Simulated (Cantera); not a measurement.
Charge: 1 mol PH3, 0.72 mol O2, 1.4 mol H2, held at 0.00280 bar.

Cantera equilibrium calculation (NASA polynomials, part measured and part estimated; ideal gas, pure solids and liquids). Candidate condensed phases: H2O, P, P4O10; 17 gas species. Gases not in the tables: HPO2, HPO3 and P4O6. The numbers say what is thermodynamically allowed, not how fast it happens. All values below are at 2373 K.

Base state: H2 0.504, PO 0.197, H 0.187, H2O 0.0717, PO2 0.0296, OH 0.00473, P 0.00287, P2 0.00121 (mole fractions); condensed: gas only.

Q: What changes in the equilibrium state with this change: PH3 replaced by SO2?

A: 
```tsv
species	before	after
H2O	0.0717	0.342
SO2	0	0.289
H2	0.504	0.0794
PO	0.197	0
SO	0	0.0554
PO2	0.0296	0
O2	6.98e-5	0.0640
O	0.00118	0.0358
OH	0.00473	0.0569
H	0.187	0.0744
P	0.00287	0
S	0	0.00284
```
Further candidate phases: H2SO4, S.

Q: What changes in the equilibrium state with this change: PH3 replaced by HBr?

A: 
| species | before | after |
|---|---|---|
| H2O | 0.0717 | 0.352 |
| Br | 0 | 0.279 |
| H2 | 0.504 | 0.153 |
| PO | 0.197 | 0 |
| HBr | 0 | 0.0333 |
| PO2 | 0.0296 | 0 |
| O2 | 6.98e-5 | 0.0184 |
| O | 0.00118 | 0.0192 |
| OH | 0.00473 | 0.0422 |
| H | 0.187 | 0.103 |
| P | 0.00287 | 0 |
| P2 | 0.00121 | 0 |
Further candidate phases: Br2.

Q: What changes in the equilibrium state with this change: 0.065 mol H2O added?

A: 
```json
[
 {"species": "H2", "before": "0.504", "after": "0.500"},
 {"species": "PO", "before": "0.197", "after": "0.191"},
 {"species": "H", "before": "0.187", "after": "0.187"},
 {"species": "H2O", "before": "0.0717", "after": "0.0801"},
 {"species": "PO2", "before": "0.0296", "after": "0.0325"},
 {"species": "P2", "before": "0.00121", "after": "0.000895"},
 {"species": "O2", "before": "6.98e-5", "after": "8.89e-5"},
 {"species": "PH", "before": "6.99e-5", "after": "5.99e-5"},
 {"species": "P", "before": "0.00287", "after": "0.00247"}
]
```
